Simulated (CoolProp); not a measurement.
Aqueous ammonia as a coolant, at 4 °C, 1 atm.

Model: Melinder's fits for secondary coolants, in CoolProp.

```csv
mass %,freezing point (°C),conductivity (W/(m K)),cp (kJ/(kg K)),viscosity (mPa s),Prandtl number
1.9,___,___,4.206,1.66,12.6
4.5,-5.4,0.537,4.206,___,___
7.1,-9.0,0.521,___,1.71,13.8
9.7,-13.1,0.505,4.212,1.75,14.6
12.3,-17.7,0.490,4.215,1.81,15.6
14.9,-23.1,0.476,4.219,1.88,16.7
17.5,-29.3,0.462,4.222,1.95,17.8
20.1,-36.8,0.451,4.227,1.99,18.7
22.7,-45.8,___,4.231,2.00,___
25.3,-56.9,0.433,4.237,1.98,___
27.9,-70.6,0.426,4.244,1.97,19.7
```

Q: Some entries are withheld; supply them.

A: 
- 1.9, freezing point (°C): -2.2
- 1.9, conductivity (W/(m K)): 0.553
- 4.5, viscosity (mPa s): 1.69
- 4.5, Prandtl number: 13.3
- 7.1, cp (kJ/(kg K)): 4.209
- 22.7, conductivity (W/(m K)): 0.441
- 22.7, Prandtl number: 19.1
- 25.3, Prandtl number: 19.3
